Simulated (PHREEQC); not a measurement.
0.016 g of hydrous ferric oxide (600 m²/g; 0.2 weak and 0.005 strong sites per Fe, Dzombak-Morel constants, diffuse double layer) in 1 kg of water with 0.05 mol/kgw of an inert sodium salt, at 25 °C; the pH is set by adding NaOH or the inert anion's acid. O2 is buffered at 0.21 atm. The system is closed to CO2. Nothing may precipitate in this run.

Model: ion-association model, wateq4f.dat, run in PHREEQC.

**Question.** Predict surface charge σ (C/m²) at pH = 5, 5.5, 6.5, 7, 8.5.

**Answer.** 
```tsv
pH	surface charge σ (C/m²)
5	0.181
5.5	0.130
6.5	0.057
7	0.034
8.5	-0.010
```

Species that the database lacks are ignored. The oxide is taken as insoluble; below pH 4 it would dissolve.
